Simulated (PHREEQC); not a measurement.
Make-up at 65 °C: 0.067 mol/kgw HF, 0.023 mol/kgw (CH3)4NF and 0.21 mol/kgw H2SO4. It is in equilibrium with CO2 at log p = -2 (atm). Otherwise closed; pH follows from the charge balance.

All values are PHREEQC results (ion-association model, phreeqc.dat), not measurements.

Each row changes one thing in this solution. Precipitation was switched off in this run.

| case | pH | ionic strength (mol/kgw) | F- (mol/kgw) | HF2- (mol/kgw) | HCO3- (mol/kgw) |
|---|---|---|---|---|---|
| as made | 0.81 | 0.238 | 0.000276 | 0.000107 | 6.76e-10 |
| H2SO4 from 0.21 to 0.231 mol/kgw | 0.76 | 0.260 | 0.000255 | 9.86e-5 | 6.18e-10 |
| H2SO4 from 0.21 to 0.021 mol/kgw | 2.02 | 0.0430 | 0.00336 | 0.00124 | 9.65e-9 |
| H2SO4 left out | 2.94 | 0.0243 | 0.0192 | 0.00511 | [?] |
| diluted 5-fold with water | 1.43 | 0.0559 | [?] | 1.47e-5 | 2.54e-9 |
| HF from 0.067 to 0.335 mol/kgw | 0.80 | 0.240 | 0.00108 | [?] | 6.67e-10 |
| (CH3)4NF from 0.023 to 0.0207 mol/kgw | 0.80 | 0.238 | 0.000266 | 0.000101 | [?] |
| 0.0032 mol/kgw ZnSO4 added | 0.81 | 0.244 | 0.000280 | 0.000109 | [?] |

Some entries are withheld; supply them.


- H2SO4 left out, HCO3- (mol/kgw): 7.76e-8
- diluted 5-fold with water, F- (mol/kgw): 0.000188
- HF from 0.067 to 0.335 mol/kgw, HF2- (mol/kgw): 0.00166
- (CH3)4NF from 0.023 to 0.0207 mol/kgw, HCO3- (mol/kgw): 6.69e-10
- 0.0032 mol/kgw ZnSO4 added, HCO3- (mol/kgw): 6.85e-10

(CH3)4N+ isn't in the database: it is added as a free cation with an ion size of 4 Å. Constants without temperature data keep their 25 °C values here.
